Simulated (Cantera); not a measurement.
What does this Cantera script print?

```python
import numpy as np
import cantera as ct

gas = ct.Solution("h2o2.yaml")
gas.TPX = 1423, 3800, {'H2': 0.033, 'O2': 1}
reactor = ct.IdealGasConstPressureReactor(gas, energy="off", clone=False)
net = ct.ReactorNet([reactor])
net.rtol, net.atol = 1e-08, 1e-18
show = ['H2', 'O2', 'OH', 'H', 'H2O2']
times = np.geomspace(5e-05, 4, 11)

steps = ct.SolutionArray(gas, extra=["t"])
rows = []
print(f"{'t/s':>10s}{'T/K':>9s}{'P/Pa':>11s}" + "".join(f"{s:>11s}" for s in show))
for t in times:
    while net.time < t:
        t_next = net.step()
        steps.append(gas.state, t=t_next)
    rows.append([np.interp(t, steps.t, y) for y in (steps.T, steps.P, *steps(*show).X.T)])
    print(f"{t:10.3e}{rows[-1][0]:9.1f}{rows[-1][1]:11.4g}" + "".join(f"{x:11.3e}" for x in rows[-1][2:]))
rate = np.gradient(steps.T, steps.t)
print("integrator steps:", len(steps.t))
if steps.T.max() > steps.T[0] + 200:
    print(f"time of steepest temperature rise: {steps.t[rate.argmax()]:.4e} s")
gas.TPX = 1423, 3800, {'H2': 0.033, 'O2': 1}
gas.equilibrate("TP")
print(f"equilibrium (TP): T = {gas.T:.1f} K  " + "  ".join(f"{s} {gas[s].X[0]:.3e}" for s in show))
```

Output:

```
       t/s      T/K       P/Pa         H2         O2         OH          H       H2O2
 5.000e-05   1423.0       3800  3.195e-02  9.681e-01  1.757e-07  6.761e-08  1.308e-10
 1.546e-04   1423.0       3800  3.194e-02  9.680e-01  3.556e-06  1.104e-06  1.133e-09
 4.782e-04   1423.0       3800  1.780e-02  9.560e-01  5.404e-03  2.028e-03  1.265e-07
 1.479e-03   1423.0       3800  3.519e-04  9.407e-01  4.071e-03  2.281e-03  8.310e-08
 4.573e-03   1423.0       3800  3.003e-04  9.448e-01  3.769e-03  1.771e-03  7.977e-08
 1.414e-02   1423.0       3800  1.932e-04  9.531e-01  3.036e-03  8.859e-04  6.958e-08
 4.373e-02   1423.0       3800  7.074e-05  9.621e-01  1.846e-03  1.897e-04  4.675e-08
 1.352e-01   1423.0       3800  1.409e-05  9.662e-01  8.269e-04  1.658e-05  2.082e-08
 4.183e-01   1423.0       3800  2.217e-06  9.672e-01  3.288e-04  1.031e-06  6.642e-09
 1.293e+00   1423.0       3800  4.022e-07  9.674e-01  1.404e-04  7.985e-08  1.944e-09
 4.000e+00   1423.0       3800  1.291e-07  9.675e-01  7.966e-05  1.460e-08  8.898e-10
integrator steps: 1672
equilibrium (TP): T = 1423.0 K  H2 1.088e-07  O2 9.675e-01  OH 7.315e-05  H 1.132e-08  H2O2 8.078e-10
```

Detailed kinetics in Cantera: the H2/O2 subset of GRI-Mech 3.0, which has no nitrogen chemistry. Radical loss at walls, strong at low pressure, is not modelled.
